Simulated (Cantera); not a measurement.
Feed: 1 mol SiHCl3, 39 mol N2, 2.3 mol H2, equilibrated at 625 °C and 0.143 Torr.

Method: chemical equilibrium by Gibbs-energy minimisation in Cantera with the NASA 1993 tables (ideal gas, pure condensed phases). Candidate condensed phases: NH4Cl, Si, Si3N4; 28 gas species. N2 is the only nitrogen source here; it is nearly inert below about 1500 K, so the nitride shown seldom forms there in practice. Rates play no part.

Base state: N2 0.900, HCl 0.0679, H2 0.0317, SiCl4 0.000620 (mole fractions); condensed: Si3N4(s).

Question: What changes in the equilibrium state with this change: H2 from 2.3 to 1 mol?

Answer: 
```csv
species,before,after
N2,0.900,0.931
HCl,0.0679,0.0561
H2,0.0317,0.00829
SiCl4,0.000620,0.00414
"Si3N4(s), mol",0.324,0.276
```

Question: What changes in the equilibrium state with this change: 1.3 mol O2 added?

Answer: 
| species | before | after |
|---|---|---|
| N2 | 0.900 | 0.901 |
| HCl | 0.0679 | 0.0693 |
| H2 | 0.0317 | 0.0162 |
| H2O | 0 | 0.0139 |
| SiCl4 | 0.000620 | <1e-9 |
| Si3N4(s), mol | 0.324 | 0 |
| SiO2(β-quartz), mol | 0 | 1.00 |
Further candidate phases: H2O, SiO2, Si2N2O.

Question: What changes in the equilibrium state with this change: SiHCl3 replaced by trisilylamine?

Answer: 
| species | before | after |
|---|---|---|
| N2 | 0.900 | 0.847 |
| H2 | 0.0317 | 0.153 |
| HCl | 0.0679 | 0 |
| SiCl4 | 0.000620 | 0 |
| Si3N4(s), mol | 0.324 | 1.00 |
The feed counts by its element totals alone.
